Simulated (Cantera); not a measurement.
An adiabatic, constant-pressure homogeneous reactor starts with CH4 : O2 : N2 : H2O : H2 = 1 : 4.35 : 16.3 : 0.51 : 0.63 (molar parts), equivalence ratio 0.53, at 1223 K and 500000 Pa.

Detailed kinetics in Cantera: GRI-Mech 3.0 (53 species, 325 reactions).

Predict: time of steepest temperature rise; temperature at 1.00 s; equilibrium temperature; x(O2) at 1.00 s; x(H2O) at 1.00 s; x(H) at 1.00 s; x(NO) at 1.00 s.


```json
{
 "time_of_steepest_temperature_rise": "0.379 ms",
 "temperature at 1.00 s": "2279 K",
 "equilibrium_temperature": "2279 K",
 "x(O2) at 1.00 s": "0.0850 (gas-phase equilibrium 0.0850)",
 "x(H2O) at 1.00 s": "0.137 (gas-phase equilibrium 0.137)",
 "x(H) at 1.00 s": "7.70e-5 (gas-phase equilibrium 7.70e-5)",
 "x(NO) at 1.00 s": "0.00916 (gas-phase equilibrium 0.00916)"
}
```
